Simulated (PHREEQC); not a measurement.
A solution holds 0.26 mol HF and 0.00071 mol NH4HF2 per kg of water, at 25 °C. Closed to the air; pH follows from the charge balance.

Equilibrium calculation in PHREEQC: ion-association model, phreeqc.dat.

| Property | Value |
|---|---|
| pH | 1.77 |
| ionic strength | 0.0199 mol/kgw |
| total alkalinity | -261 meq/kg |

```json
[
 {"species": "HF", "molality": "0.232", "activity": "0.233", "log γ": "0.002"},
 {"species": "H+", "molality": "0.0192", "activity": "0.0171", "log γ": "-0.051"},
 {"species": "F-", "molality": "0.0105", "activity": "0.00912", "log γ": "-0.062"},
 {"species": "HF2-", "molality": "0.00937", "activity": "0.00816", "log γ": "-0.060"},
 {"species": "NH4+", "molality": "0.000710", "activity": "0.000612", "log γ": "-0.064"}
]
```

Precipitation was switched off in this run. Complexes and solids missing from the database can't appear.
